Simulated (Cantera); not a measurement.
Input: 1 mol Si, 0.52 mol Cl2, 94 mol H2, held at 873 K and 38000 Pa.

These are equilibrium values from Cantera (NASA tables, ideal gas, pure condensed phases), not measurements of a reactor. Candidate condensed phases: Si; 19 gas species. Kinetics and transport are ignored.

What is the equilibrium state?


| Quantity | Result |
|---|---|
| x(H2) | 0.996 |
| x(SiHCl3) | 0.00160 |
| x(HCl) | 0.00144 |
| x(SiCl4) | 0.00108 |
| x(SiH2Cl2) | 0.000217 |
| x(SiH3Cl) | 7.04e-6 |
| x(SiCl3) | 6.96e-6 |
| x(SiCl2) | 2.63e-6 |
| n(Si(s)) | 0.725 mol |
| gas amount | 94.25 mol |
